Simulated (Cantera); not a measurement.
An isothermal, constant-pressure homogeneous reactor starts with 3.12 % C2H6, 96.9 % N2, at 1175 K and 870 Pa.

Detailed kinetics in Cantera: GRI-Mech 3.0 (53 species, 325 reactions). GRI-Mech 3.0 stops at C3 and has no aromatics, soot or wall deposition, so with more carbon than oxygen in the feed, carbon stays in small species such as C2H2 where larger ones or solid carbon would form. Radical loss at walls, strong at low pressure, is not modelled.

**Question.** Predict: x(C2H6) at 100 s; x(HCN) at 100 s; x(CH4) at 100 s; x(H) at 100 s; x(C2H4) at 100 s.

**Answer.** 
- x(C2H6) at 100 s = 4.11e-7 (gas-phase equilibrium 1.05e-8)
- x(HCN) at 100 s = 2.24e-9 (gas-phase equilibrium 0.0348)
- x(CH4) at 100 s = 0.00601 (gas-phase equilibrium 0.000958)
- x(H) at 100 s = 1.80e-7 (gas-phase equilibrium 3.17e-7)
- x(C2H4) at 100 s = 0.00723 (gas-phase equilibrium 0.000103)
